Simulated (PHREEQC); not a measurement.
Make-up at 25 °C: 120 mmol/kgw FeCl3, 14 mmol/kgw Na2SeO4 and 0.16 mmol/kgw NaH2PO4. Closed to the air; pH follows from the charge balance.

Computed with PHREEQC (ion-association model, wateq4f.dat).

| quantity | before | after |
|---|---|---|
| pH | 1.89 | 1.66 |
| ionic strength (mol/kgw) | 0.496 | 0.475 |
| FeCl+2 (mol/kgw) | 0.0598 | 0.0731 |
| Fe+3 (mol/kgw) | 0.0273 | 0.00690 |
| FeCl2+ (mol/kgw) | 0.0138 | 0.00267 |
| SeO4-2 (mol/kgw) | 0.0114 | 0.00560 |
| SI of Strengite (FePO4:2H2O) | +0.76 | +1.08 |
| SI of Halite (NaCl) | -4.04 | -4.19 |

### Question
Name the change that produced these shifts.
(A) 0.0094 mol/kgw NaOH added
(B) temperature from 25 to 5 °C
(C) 0.03 mol/kgw CO2 added
(D) temperature from 25 to 90 °C
(E) FeCl3 from 0.12 to 0.132 mol/kgw

### Answer
D, temperature from 25 to 90 °C

This is a speciation only: nothing precipitates in the calculation. Some of these states are supersaturated (in Strengite, Hematite (slow to form), for instance). H3PO4, which wateq4f.dat lacks, is added to it with the constant of phreeqc.dat. Away from 25 °C the constants follow the database's enthalpies or fits; those with neither stay at their 25 °C values.
